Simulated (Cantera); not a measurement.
An adiabatic, constant-volume homogeneous reactor starts with CH4 : O2 : N2 = 1 : 0.952 : 9.52 (molar parts), equivalence ratio 2.1, at 1500 K and 5.33 atm. Integrator tolerance rtol = 1e-08.

Computed with Cantera and GRI-Mech 3.0 (53 species, 325 reactions).

Q: What does this change do: O2 0.952 to 2 parts?

A: 
```csv
quantity,before,after
time of steepest temperature rise,1.10 ms,0.368 ms
temperature at 2.00 s,2246 K,2940 K
equilibrium temperature,2246 K,2940 K
x(CH4) at 2.00 s,7.89e-10 (gas-phase equilibrium 8.91e-10),<1e-12 (gas-phase equilibrium <1e-12)
x(O2) at 2.00 s,1.15e-7 (gas-phase equilibrium 1.15e-7),0.0130 (gas-phase equilibrium 0.0130)
x(C2H4) at 2.00 s,<1e-12 (gas-phase equilibrium <1e-12),<1e-12 (gas-phase equilibrium <1e-12)
x(HCO) at 2.00 s,1.03e-7 (gas-phase equilibrium 1.03e-7),1.29e-7 (gas-phase equilibrium 1.29e-7)
x(NO) at 2.00 s,1.02e-5 (gas-phase equilibrium 1.02e-5),0.0107 (gas-phase equilibrium 0.0107)
x(HCN) at 2.00 s,5.46e-7 (gas-phase equilibrium 5.46e-7),6.83e-9 (gas-phase equilibrium 6.83e-9)
```

Q: What does this change do: initial temperature 1500 to 1400 K?

A: 
```
quantity                                                              before                                    after
---------------------------------  -----------------------------------------  ---------------------------------------
time of steepest temperature rise                                    1.10 ms                                  3.32 ms
temperature at 2.00 s                                                 2246 K                                   2151 K
equilibrium temperature                                               2246 K                                   2151 K
x(CH4) at 2.00 s                   7.89e-10 (gas-phase equilibrium 8.91e-10)  1.41e-9 (gas-phase equilibrium 1.60e-9)
x(O2) at 2.00 s                      1.15e-7 (gas-phase equilibrium 1.15e-7)  3.33e-8 (gas-phase equilibrium 3.33e-8)
x(C2H4) at 2.00 s                      <1e-12 (gas-phase equilibrium <1e-12)    <1e-12 (gas-phase equilibrium <1e-12)
x(HCO) at 2.00 s                     1.03e-7 (gas-phase equilibrium 1.03e-7)  7.29e-8 (gas-phase equilibrium 7.29e-8)
x(NO) at 2.00 s                      1.02e-5 (gas-phase equilibrium 1.02e-5)  4.42e-6 (gas-phase equilibrium 4.42e-6)
x(HCN) at 2.00 s                     5.46e-7 (gas-phase equilibrium 5.46e-7)  5.71e-7 (gas-phase equilibrium 5.71e-7)
```
